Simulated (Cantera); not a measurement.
Input: 1 mol Si, 2.6 mol O2, 780 mol N2, 3.5 mol N2O, equilibrated at 51.0 Pa.

These are equilibrium values from Cantera (NASA tables, ideal gas, pure condensed phases), not measurements of a reactor. Candidate condensed phases: Si, SiO2, Si2N2O, Si3N4; 16 gas species. The tables hold silica as quartz up to 1696 K and as liquid above; real silica turns to tridymite and cristobalite and melts near 1996 K. Rates play no part.

### Question
At 1723 K, list the 5 most abundant gas species with their mole fractions, and the condensed phases.

### Answer
N2 0.995, O2 0.00394, NO 0.000487, O 0.000158, SiO 1.60e-5. Condensed: SiO2(condensed).
